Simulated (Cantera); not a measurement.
What does this Cantera script print?

```python
import numpy as np
import cantera as ct

gas_names = """
    CL CL2 H HCL H2 N NH NH2 NH3 N2 N2H2 N2H4 Si SiCL SiCL2 SiCL3 SiCL4 SiH SiHCL3 SiH2 SiH2CL2 SiH3
    SiH3CL SiH4 SiN Si2 Si2N Si3
""".split()
cond_names = """
    NH4CL(a) NH4CL(b) Si(cr) Si(L) Si3N4(a)
""".split()


# ... load() reads the species with a 1 bar reference pressure and builds the phases ...
atoms = {
    'SiCl4': {'Si': 1, 'CL': 4},
    'Cl2': {'CL': 2},
    'N2': {'N': 2},
    'HCl': {'H': 1, 'CL': 1},
}
top_T = {'Si3N4(a)': 2400}  # K; cautious upper limits of use, not melting points


# ... equilibrate(T, P, feed) seeds the gas with the atoms and calls Mixture.equilibrate('TP', solver="vcs", rtol=1e-11, max_steps=5000) ...
results = []
T = 973  # K
P = 13332.2  # Pa
for m in [7.8, 14, 20, 27, 33, 40, 46, 52, 59, 65, 71]:
    feed = {'SiCl4': 1, 'Cl2': 0.016, 'N2': m, 'HCl': 0.021}  # mol
    mix = equilibrate(T, P, feed)
    results.append((T, P, feed, dict(zip(mix.species_names, mix.species_moles))))
    x = sorted(zip(gas.X, gas.species_names), reverse=True)
    print(f"T = {T:g} K  P = {P:g} Pa  n(N2) = {m:g} mol  gas = {mix.phase_moles(0):.4g} mol")
    print("   x: " + "  ".join(f"{s} {v:.3e}" for v, s in x if v > 1e-06))
    print("   condensed (mol): " + ("  ".join(f"{mix.phase(i).name} {mix.phase_moles(i):.4g}"
          for i in range(1, mix.n_phases) if mix.phase_moles(i) > 1e-12) or "none"))
```

Output:

```
T = 973 K  P = 13332.2 Pa  n(N2) = 7.8 mol  gas = 8.837 mol
   x: N2 8.826e-01  SiCL4 1.132e-01  HCL 2.376e-03  CL2 1.796e-03  CL 2.977e-05
   condensed (mol): none
T = 973 K  P = 13332.2 Pa  n(N2) = 14 mol  gas = 15.04 mol
   x: N2 9.310e-01  SiCL4 6.650e-02  HCL 1.397e-03  CL2 1.053e-03  CL 2.280e-05
   condensed (mol): none
T = 973 K  P = 13332.2 Pa  n(N2) = 20 mol  gas = 21.04 mol
   x: N2 9.507e-01  SiCL4 4.753e-02  HCL 9.982e-04  CL2 7.509e-04  CL 1.925e-05
   condensed (mol): none
T = 973 K  P = 13332.2 Pa  n(N2) = 27 mol  gas = 28.04 mol
   x: N2 9.630e-01  SiCL4 3.567e-02  HCL 7.490e-04  CL2 5.623e-04  CL 1.666e-05
   condensed (mol): none
T = 973 K  P = 13332.2 Pa  n(N2) = 33 mol  gas = 34.04 mol
   x: N2 9.695e-01  SiCL4 2.938e-02  HCL 6.170e-04  CL2 4.625e-04  CL 1.511e-05
   condensed (mol): none
T = 973 K  P = 13332.2 Pa  n(N2) = 40 mol  gas = 41.04 mol
   x: N2 9.747e-01  SiCL4 2.437e-02  HCL 5.117e-04  CL2 3.830e-04  CL 1.375e-05
   condensed (mol): none
T = 973 K  P = 13332.2 Pa  n(N2) = 46 mol  gas = 47.04 mol
   x: N2 9.779e-01  SiCL4 2.126e-02  HCL 4.465e-04  CL2 3.337e-04  CL 1.284e-05
   condensed (mol): none
T = 973 K  P = 13332.2 Pa  n(N2) = 52 mol  gas = 53.04 mol
   x: N2 9.804e-01  SiCL4 1.885e-02  HCL 3.959e-04  CL2 2.956e-04  CL 1.208e-05
   condensed (mol): none
T = 973 K  P = 13332.2 Pa  n(N2) = 59 mol  gas = 60.04 mol
   x: N2 9.827e-01  SiCL4 1.666e-02  HCL 3.498e-04  CL2 2.608e-04  CL 1.135e-05
   condensed (mol): none
T = 973 K  P = 13332.2 Pa  n(N2) = 65 mol  gas = 66.04 mol
   x: N2 9.843e-01  SiCL4 1.514e-02  HCL 3.180e-04  CL2 2.369e-04  CL 1.081e-05
   condensed (mol): none
T = 973 K  P = 13332.2 Pa  n(N2) = 71 mol  gas = 72.04 mol
   x: N2 9.856e-01  SiCL4 1.388e-02  HCL 2.915e-04  CL2 2.169e-04  CL 1.035e-05
   condensed (mol): none
```

Method: chemical equilibrium by Gibbs-energy minimisation in Cantera with the NASA 1993 tables (ideal gas, pure condensed phases).
